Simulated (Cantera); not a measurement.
Input: 1 mol SiH₄, 0.086 mol C₂H₄, 130 mol H₂, 0.38 mol CO₂, held at 133 Pa.

These are equilibrium values from Cantera (NASA tables, ideal gas, pure condensed phases), not measurements of a reactor. Candidate condensed phases: C, C₆H₆, C₇H₈, C₈H₁₈, H₂O, Si, SiC, SiO₂; 123 gas species. Gases not in the tables: Si₂H₆ and higher silanes. Rates play no part.

x: gas mole fraction; n: condensed amount in mol.

| T (K) | x H₂ | x H | x Si | x SiO | n SiC(s) |
|---|---|---|---|---|---|
| 1598 | 0.993 | 0.00145 | (withheld) | 0.00452 | 0.394 |
| 1673 | 0.991 | 0.00310 | (withheld) | 0.00446 | 0.386 |
| 1748 | 0.988 | 0.00622 | (withheld) | 0.00425 | 0.359 |
| 1823 | 0.981 | 0.0118 | (withheld) | 0.00368 | 0.282 |
| 1898 | 0.969 | 0.0211 | (withheld) | 0.00256 | 0.127 |
| 1973 | 0.953 | 0.0361 | 0.00543 | 0.00161 | 0 |
| 2048 | 0.930 | 0.0591 | 0.00556 | 0.00153 | 0 |
| 2123 | 0.896 | 0.0930 | 0.00553 | 0.00149 | 0 |
| 2198 | 0.849 | 0.141 | 0.00542 | 0.00145 | 0 |
| 2273 | 0.786 | 0.204 | 0.00525 | 0.00140 | 0 |
| 2348 | 0.706 | 0.284 | 0.00503 | 0.00133 | 0 |
| 2423 | 0.611 | 0.380 | 0.00476 | 0.00126 | 0 |
| 2498 | 0.506 | 0.485 | 0.00445 | 0.00118 | 0 |
| 2573 | 0.398 | 0.594 | 0.00414 | 0.00109 | 0 |

Question: Complete the blanks.

Answer: 
- 1598, x Si: 2.66e-5
- 1673, x Si: 0.000130
- 1748, x Si: 0.000511
- 1823, x Si: 0.00156
- 1898, x Si: 0.00363
